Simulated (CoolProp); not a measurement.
A simple Rankine cycle with cis-2-butene: condensing at 315.15 K, boiler at 2.65 MPa, turbine inlet 412.1 K, turbine efficiency 0.7, pump efficiency 0.8, no recuperator. Each further row changes one setting.

The numbers come from the reference Helmholtz-energy equation of state, Lemmon 2005 in CoolProp. It is a short technical equation, of lower accuracy than the large ones.

```csv
case,thermal efficiency (%),net work (kJ/kg),heat in (kJ/kg),turbine exit temperature (K),volume ratio over the turbine
as stated,?,56.2,471,339.7,?
turbine inlet 432.1 K,12.1,?,?,?,8.24
condensing temperature 307.15 K,12.9,63.3,490,?,11.2
boiler pressure 1.85 MPa,10.5,?,505,361.0,5.47
turbine efficiency 0.6,10.1,47.5,471,344.8,9.05
```

Problem. Complete the blanks.

Solution. 
- as stated, thermal efficiency (%): 11.9
- as stated, volume ratio over the turbine: 8.88
- turbine inlet 432.1 K, net work (kJ/kg): 63.8
- turbine inlet 432.1 K, heat in (kJ/kg): 525
- turbine inlet 432.1 K, turbine exit temperature (K): 366.3
- condensing temperature 307.15 K, turbine exit temperature (K): 333.8
- boiler pressure 1.85 MPa, net work (kJ/kg): 53.0
